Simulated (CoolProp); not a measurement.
Sulfur hexafluoride at 267.04 K and 2.48 MPa flows at 0.061 m/s in a round tube of 1 mm bore and 1.5 µm roughness, fully developed (64/Re and Nu = 3.66 if laminar; Colebrook and Gnielinski if turbulent). Each further row changes one setting.

Model: reference Helmholtz-energy equation of state, Guder 2009, in CoolProp.

```json
[
 {"case": "as stated", "Reynolds number": "460", "Darcy friction factor": "…", "pressure drop (Pa/m)": "…", "heat-transfer coefficient (W/(m² K))": "238", "mass flow (kg/h)": "…"},
 {"case": "velocity 0.122 m/s", "Reynolds number": "921", "Darcy friction factor": "0.0695", "pressure drop (Pa/m)": "837", "heat-transfer coefficient (W/(m² K))": "238", "mass flow (kg/h)": "0.558"},
 {"case": "diameter 2 mm", "Reynolds number": "921", "Darcy friction factor": "0.0695", "pressure drop (Pa/m)": "…", "heat-transfer coefficient (W/(m² K))": "119", "mass flow (kg/h)": "1.12"}
]
```

**Question.** Complete the blanks.

**Answer.** 
- as stated, Darcy friction factor: 0.139
- as stated, pressure drop (Pa/m): 419
- as stated, mass flow (kg/h): 0.279
- diameter 2 mm, pressure drop (Pa/m): 105

Viscosity comes from a separate model (Quiñones-Cisneros 2012). Thermal conductivity comes from a separate model (Assael 2012).
